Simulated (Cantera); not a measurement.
What does this Cantera script print?

```python
import numpy as np
import cantera as ct

gas_names = """
    B BCL BCL2 BCL3 BH BH2 BH3 BN B2 CL CL2 H HCL H2 N NH NH2 NH3 N2 N2H2 N2H4
""".split()
cond_names = """
    B(b) B(L) BN(s) NH4CL(a) NH4CL(b)
""".split()


# ... load() reads the species with a 1 bar reference pressure and builds the phases ...
atoms = {
    'BCl3': {'B': 1, 'CL': 3},
    'NH3': {'N': 1, 'H': 3},
    'H2': {'H': 2},
}
top_T = {'BN(s)': 3200}  # K; cautious upper limits of use, not melting points


# ... equilibrate(T, P, feed) seeds the gas with the atoms and calls Mixture.equilibrate('TP', solver="vcs", rtol=1e-11, max_steps=5000) ...
results = []
T = 1123.15  # K
P = 1333.22  # Pa
for m in [0.56, 1.6, 2.6, 3.7, 4.7, 5.7, 6.8, 7.8, 8.8, 9.9, 11, 12, 13]:
    feed = {'BCl3': 1, 'NH3': m, 'H2': 61}  # mol
    mix = equilibrate(T, P, feed)
    results.append((T, P, feed, dict(zip(mix.species_names, mix.species_moles))))

top = {s: max(r[3][s] / sum(r[3][g] for g in gas_names) for r in results) for s in gas_names}
cols = sorted((s for s in top if top[s] > 1e-06), key=lambda s: -top[s])[:6]
seen = [c for c in cond_names if any(r[3].get(c, 0) > 1e-12 for r in results)]
print("log10 of partial pressures in bar; condensed amounts in mol")
print(f"{'n(NH3)':>10s}" + "".join(f"{s[:9]:>10s}" for s in cols + seen))
for T, P, feed, n in results:
    ng = sum(n[g] for g in gas_names)
    print(f"{feed['NH3']:10.4g}" + "".join(f"{np.log10(max(n[s] / ng * P / 1e5, 1e-99)):10.3f}" for s in cols)
          + "".join(f"{n.get(c, 0):10.4g}" for c in seen))
```

It prints:

```
log10 of partial pressures in bar; condensed amounts in mol
    n(NH3)        H2        N2       HCL      BCL3      B(b)     BN(s)
      0.56    -1.895   -14.114    -3.226    -4.903    0.3806      0.56
       1.6    -1.898    -4.212    -3.212    -9.809         0         1
       2.6    -1.900    -3.799    -3.225   -10.051         0         1
       3.7    -1.903    -3.586    -3.239   -10.195         0         1
       4.7    -1.906    -3.462    -3.252   -10.291         0         1
       5.7    -1.908    -3.370    -3.264   -10.369         0         1
       6.8    -1.910    -3.291    -3.276   -10.443         0         1
       7.8    -1.912    -3.233    -3.288   -10.503         0         1
       8.8    -1.914    -3.185    -3.299   -10.557         0         1
       9.9    -1.917    -3.139    -3.311   -10.612         0         1
        11    -1.919    -3.100    -3.322   -10.663         0         1
        12    -1.920    -3.069    -3.332   -10.707         0         1
        13    -1.922    -3.041    -3.342   -10.748         0         1
```

Method: chemical equilibrium by Gibbs-energy minimisation in Cantera with the NASA 1993 tables (ideal gas, pure condensed phases). Mutual solubility and eutectic melting of coexisting phases are not modelled. Gases not in the tables: BHCl2.
